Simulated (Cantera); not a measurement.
An isothermal, constant-pressure homogeneous reactor starts with 45.4 % C2H6, 54.4 % N2, 0.200 % H2O, at 1725 K and 0.109 atm.

Detailed kinetics in Cantera: GRI-Mech 3.0 (53 species, 325 reactions). GRI-Mech 3.0 stops at C3 and has no aromatics, soot or wall deposition, so with more carbon than oxygen in the feed, carbon stays in small species such as C2H2 where larger ones or solid carbon would form.

x: mole fraction; the columns are a selection and need not sum to one.

```tsv
t (s)	x C2H6	x C2H4	x CH2	x C2H2	x CH3	x H
1.00e-5	0.400	0.00998	3.49e-5	2.92e-5	0.0332	?
4.06e-5	0.191	0.108	6.74e-5	0.00805	0.0515	0.00114
0.000165	0.0130	0.133	2.37e-5	0.0842	0.0162	0.00119
0.000671	0.000399	0.0598	2.37e-6	0.156	0.00298	?
0.00273	7.96e-5	0.0168	6.37e-7	0.193	0.00135	?
0.0111	6.56e-5	0.00185	6.59e-7	0.209	0.00127	?
0.0451	2.71e-5	0.000948	4.92e-7	0.220	0.000835	?
0.183	3.90e-6	0.000534	2.44e-7	0.231	0.000331	?
0.745	2.91e-7	0.000491	7.60e-8	0.235	8.97e-5	0.000381
3.03	5.88e-8	0.000492	2.93e-8	0.236	3.40e-5	0.000388
12.3	5.01e-8	0.000492	2.58e-8	0.236	2.99e-5	0.000388
50.0	5.01e-8	0.000492	2.58e-8	0.236	2.99e-5	0.000388
```

### Question
Fill in the missing entries.

### Answer

- 1.00e-5, x H: 0.000447
- 0.000671, x H: 0.000356
- 0.00273, x H: 0.000191
- 0.0111, x H: 0.000226
- 0.0451, x H: 0.000270
- 0.183, x H: 0.000340
